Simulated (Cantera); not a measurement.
**Nitride etching: BN + H2 + H2O**

Charge: 1 mol BN, 81 mol H2, 4.3 mol H2O, equilibrated at 0.390 bar.

Cantera equilibrium calculation (NASA polynomials, part measured and part estimated; ideal gas, pure solids and liquids). Candidate condensed phases: B, BN, B2O3, B3O3H3, H2O; 39 gas species. Gases not in the tables: H3BO3. Kinetics and transport are ignored.

```
T (°C)   x H2   x H2O    x HBO2     x N2       x H     x HBO    x B2O3  n B2O3(l)
------  -----  ------  --------  -------  --------  --------  --------  ---------
625     0.962  0.0324   6.90e-7  0.00581  1.72e-10  2.07e-11    <1e-12      0.477
725     0.962  0.0325   7.25e-6  0.00582   3.38e-9   1.05e-9  7.80e-12      0.486
825     0.962  0.0325   4.86e-5  0.00582   3.88e-8   2.56e-8  6.06e-10      0.490
925     0.961  0.0325  0.000233  0.00582   2.98e-7   3.58e-7   2.21e-8      0.484
1025    0.961  0.0321  0.000863  0.00582   1.68e-6   3.30e-6   4.52e-7      0.459
1125    0.960  0.0313   0.00259  0.00582   7.42e-6   2.20e-5   5.88e-6      0.384
1225    0.958  0.0293   0.00653  0.00581   2.69e-5  0.000115   5.34e-5      0.207
1325    0.956  0.0272    0.0108  0.00579   8.33e-5  0.000366  0.000204          0
1425    0.955  0.0275    0.0105  0.00579  0.000226  0.000589  0.000240          0
1525    0.955  0.0278    0.0101  0.00579  0.000551  0.000886  0.000271          0
1625    0.953  0.0282   0.00970  0.00579   0.00122   0.00125  0.000294          0
1725    0.952  0.0287   0.00919  0.00579   0.00251   0.00168  0.000307          0
1825    0.949  0.0292   0.00862  0.00578   0.00480   0.00215  0.000308          0
```
x: gas mole fraction; n: condensed amount in mol.

From 625 °C to 1225 °C the condensed part is B2O3(l). From 1325 °C to 1825 °C nothing is condensed.
